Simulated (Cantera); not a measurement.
Input: 1 mol Si3N4, 0.093 mol N2O, 240 mol H2, 1.2 mol CO2, held at 2.50 bar.

Method: chemical equilibrium by Gibbs-energy minimisation in Cantera with the NASA 1993 tables (ideal gas, pure condensed phases). Candidate condensed phases: C, C6H6, C7H8, C8H18, H2O, Si, SiC, SiO2, Si2N2O, Si3N4; 151 gas species. Mutual solubility and eutectic melting of coexisting phases are not modelled. Gases not in the tables: Si2H6 and higher silanes. Equilibrium is a limit: real reactors are often held back by kinetics, nucleation or transport.

### Question
At 1948 K, list the 6 most abundant gas species with their mole fractions, and the condensed phases.

### Answer
H2 0.984, N2 0.00691, SiO 0.00634, CO 0.00222, H 0.000709, SiH2 6.47e-5. Condensed: SiC(s) + Si2N2O(s).
